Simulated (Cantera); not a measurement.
Input: 1 mol Si, 2.3 mol NF3, equilibrated at 623.15 K and 51.0 mbar.

Cantera equilibrium calculation (NASA polynomials, part measured and part estimated; ideal gas, pure solids and liquids). Candidate condensed phases: Si, Si3N4; 16 gas species. Kinetics and transport are ignored.

Base state: SiF4 0.375, NF3 0.350, N2 0.256, F2 0.0183, F 0.000154 (mole fractions); condensed: gas only.

**Question.** What changes in the equilibrium state with this change: pressure from 51.0 mbar to 1.33 mbar?

**Answer.** 
```json
[
 {"species": "SiF4", "before": "0.375", "after": "0.341"},
 {"species": "N2", "before": "0.256", "after": "0.278"},
 {"species": "NF3", "before": "0.350", "after": "0.227"},
 {"species": "F2", "before": "0.0183", "after": "0.152"},
 {"species": "F", "before": "0.000154", "after": "0.00274"}
]
```

**Question.** What changes in the equilibrium state with this change: temperature from 623.15 K to 798.15 K?

**Answer.** 
| species | before | after |
|---|---|---|
| SiF4 | 0.375 | 0.301 |
| N2 | 0.256 | 0.300 |
| F2 | 0.0183 | 0.289 |
| NF3 | 0.350 | 0.0918 |
| F | 0.000154 | 0.0192 |
